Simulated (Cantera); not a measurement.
Gas mixture: 8.50 % C2H2, 47.5 % CH3OH, 36.0 % CH4, 8.00 % C2H6, at 760 Torr, frozen composition.

Cantera's kinetic-theory transport with the Lennard-Jones parameters of GRI-Mech 3.0, ideal gas; thermal conductivity in the mixture-averaged form. Polar gases are described roughly by these parameters.

One state of this run: ρ (kg/m³) = 0.624; cp (J/kg/K) = 2182; μ (µPa s) = 16.6; λ (mW/m/K) = 51.0; Pr = 0.711; D (cm²/s) H2O = 0.481; D (cm²/s) OH = 0.667; D (cm²/s) H = 2.48. D: mixture-averaged diffusion coefficient of that species in the mixture.

Which value of T (K) does it belong to?
(A) 1000
(B) 900
(C) 700
(D) 500

D, 500
